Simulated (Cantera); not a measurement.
Charge: 1 mol PbO, a varied amount of CO, equilibrated at 1800 K and 1330 Pa.

These are equilibrium values from Cantera (NASA tables, ideal gas, pure condensed phases), not measurements of a reactor. Candidate condensed phases: C, Pb, PbO, PbO₂, Pb₃O₄; 15 gas species. Gases not in the tables: (PbO)n polymers. Rates play no part.

log p: log10 of the partial pressure in bar; nothing condenses.

```
n(CO) (mol)  log p CO  log p Pb  log p CO₂  log p PbO  log p O₂
-----------  --------  --------  ---------  ---------  --------
0.8             -3.78     -2.23      -2.24      -2.81         ?
1.1             -3.03     -2.22      -2.22      -3.53         ?
1.4             -2.63     -2.26      -2.26      -4.01         ?
1.9             -2.38     -2.34      -2.34      -4.42         ?
2.5             -2.24     -2.42      -2.42      -4.72         ?
3.4             -2.14     -2.52      -2.52      -5.02         ?
4.5             -2.07     -2.62      -2.62      -5.28         ?
6               -2.02     -2.72      -2.72      -5.54         ?
```

Task: Fill in the missing entries.

Result: 
- 0.8, log p O₂: -4.30
- 1.1, log p O₂: -5.75
- 1.4, log p O₂: -6.63
- 1.9, log p O₂: -7.30
- 2.5, log p O₂: -7.73
- 3.4, log p O₂: -8.14
- 4.5, log p O₂: -8.46
- 6, log p O₂: -8.77
